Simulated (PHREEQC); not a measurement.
Model water analysis in mg/kgw, 25 °C, pH 6.64: Na 6290; K 530; Ca 605; Mg 558; Cl 12200; S(6) as SO4 661; Alkalinity as HCO3 275.

Valence states are taken as typed.

Model: Pitzer model, pitzer.dat, run in PHREEQC.

```
Property                     Result
--------------------  -------------
ionic strength        0.408 mol/kgw
activity of water             0.989
specific conductance    32900 µS/cm
density                 1.012 g/cm³
osmotic coefficient           0.906
charge-balance error          0.1 %
```

```csv
species,molality,activity,log γ
Cl-,0.344,0.229,-0.178
Na+,0.274,0.198,-0.141
Mg+2,0.0230,0.00627,-0.564
Ca+2,0.0151,0.00390,-0.587
K+,0.0136,0.00929,-0.164
SO4-2,0.00688,0.000852,-0.907
HCO3-,0.00449,0.00314,-0.155
CO2,0.00151,0.00160,0.026
CO3-2,4.85e-6,6.28e-7,-0.887
MgCO3,3.33e-6,3.33e-6,0.000
H+,2.90e-7,2.29e-7,-0.103
```

This is a speciation only: nothing precipitates in the calculation.
